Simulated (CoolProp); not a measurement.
Vapour-liquid equilibrium of methanol (1) + benzene (2) at 6.05 bar; x and y are mole fractions of (1).

Computed with CoolProp (multi-fluid Helmholtz-energy mixture model, de Reuck 1993 and Thol 2012; pair parameters Bell 2016).

```csv
x,"bubble temperature, mixture model (°C)","bubble temperature, Raoult's law (°C)","y, mixture model","y, Raoult's law"
0.05,138.8,148.6,___,0.111
0.2,123.2,140.7,___,0.366
0.35,118.7,134.6,___,0.549
0.5,116.8,129.7,0.631,0.689
0.65,115.8,125.5,0.689,0.802
0.8,115.8,122.0,0.781,0.896
0.95,___,118.9,0.933,0.976
```

Task: What belongs in the gaps?

Result: 
- 0.05, y, mixture model: 0.238
- 0.2, y, mixture model: 0.497
- 0.35, y, mixture model: 0.580
- 0.95, bubble temperature, mixture model (°C): 117.2

The largest gap from Raoult's law is -17.5 K in bubble temperature, at x = 0.2. y crosses x between x = 0.65 and 0.8: the model has an azeotrope there.

Pair parameters are fitted to limited data, so mixtures are less certain than the pure fluids.
